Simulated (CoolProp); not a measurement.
Vapour-liquid equilibrium of isobutene (1) + acetone (2) at 317.9 K; x and y are mole fractions of (1).

Values from CoolProp's multi-fluid Helmholtz-energy mixture model, Lemmon 2005 and Lemmon 2006; pair parameters Bell 2016.

```
x     bubble pressure, mixture model (bar)  bubble pressure, Raoult's law (bar)  y, mixture model  y, Raoult's law
----  ------------------------------------  -----------------------------------  ----------------  ---------------
0.05                                 1.219                               0.9095             0.459            0.293
0.15                                 2.143                                1.375             0.711            0.581
0.25                                 2.853                                1.840             0.796            0.724
0.35                                 3.379                                2.305             0.839            0.809
0.45                                 3.769                                2.770             0.866            0.866
0.55                                 4.073                                3.235             0.885            0.906
0.65                                 4.336                                3.700             0.903            0.936
0.75                                 4.593                                4.165             0.922            0.959
0.85                                 4.866                                4.630             0.945            0.978
0.95                                 5.168                                5.096             0.978            0.993
```

The largest gap from Raoult's law is +55.9 % in bubble pressure, at x = 0.15. No azeotrope shows between x = 0.05 and 0.95.

The pair parameters rest on a limited set of measurements; away from them the model extrapolates. With so large a gap from Raoult's law the liquid may split in two, which this calculation doesn't test in full.
